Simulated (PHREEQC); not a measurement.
Solution (30 °C): 0.0345 mol/kgw CuCl2, 0.0031 mol/kgw H2SO4 and 0.0041 mol/kgw H3BO3. It is in equilibrium with CO2 at log p = 0 (atm). Otherwise closed; pH follows from the charge balance.

All values are PHREEQC results (ion-association model, phreeqc.dat), not measurements.

Precipitation was switched off in this run.

Q: Order these Cu species by the share of Cu that they hold, largest first: CuSO4, Cu+2, CuCl+, CuCl2.

A: Cu+2 (88 %), CuCl+ (7.9 %), CuSO4 (3.8 %), CuCl2 (0.17 %)

The pH is 2.32 and the ionic strength 0.101 mol/kgw.
